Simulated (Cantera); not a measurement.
A perfectly stirred reactor is fed with CO : H2 : O2 : N2 = 1 : 0.12 : 0.622 : 2.34 (molar parts), at 1200000 Pa; it is adiabatic with a 350 K inlet, and is followed from long to short residence time, starting on the burning branch (τ in s: 0.022, 0.012, 0.0068, 0.0037, 0.002, 0.0011, 0.00062, 0.00034, 0.00019, 0.0001, 5.7e-05).

Computed with Cantera and GRI-Mech 3.0 (53 species, 325 reactions). The hydrogen kinetics of GRI-Mech 3.0 are dated; newer H2 mechanisms differ, most at raised pressure. The pressure lies above the range GRI-Mech 3.0 was tuned for (to about 10 atm).

Task: What does this change do: inlet temperature 350 to 500 K?

Result: 
| quantity | before | after |
|---|---|---|
| blow-out, bracketed by the residence times tried | burning at 57.0 µs, the shortest tried | burning at 57.0 µs, the shortest tried |
| x(CO) at τ = 22.0 ms | 0.0144 | 0.0195 |
| x(H2) at τ = 22.0 ms | 0.000291 | 0.000384 |
| x(O2) at τ = 22.0 ms | 0.0218 | 0.0234 |
| x(NO) at τ = 22.0 ms | 0.00451 | 0.00603 |
| x(H2O) at τ = 22.0 ms | 0.0324 | 0.0319 |
| x(CO) at τ = 1.10 ms | 0.0258 | 0.0289 |
| x(H2) at τ = 1.10 ms | 0.000523 | 0.000569 |
| x(O2) at τ = 1.10 ms | 0.0288 | 0.0297 |
| x(NO) at τ = 1.10 ms | 0.00109 | 0.00193 |
| x(H2O) at τ = 1.10 ms | 0.0315 | 0.0311 |

Task: What does this change do: N2 2.34 to 3.1 parts?

Result: 
```tsv
quantity	before	after
blow-out, bracketed by the residence times tried	burning at 57.0 µs, the shortest tried	burning at 57.0 µs, the shortest tried
x(CO) at τ = 22.0 ms	0.0144	0.00561
x(H2) at τ = 22.0 ms	0.000291	0.000124
x(O2) at τ = 22.0 ms	0.0218	0.0165
x(NO) at τ = 22.0 ms	0.00451	0.001000
x(H2O) at τ = 22.0 ms	0.0324	0.0273
x(CO) at τ = 1.10 ms	0.0258	0.0186
x(H2) at τ = 1.10 ms	0.000523	0.000412
x(O2) at τ = 1.10 ms	0.0288	0.0230
x(NO) at τ = 1.10 ms	0.00109	0.000234
x(H2O) at τ = 1.10 ms	0.0315	0.0264
```
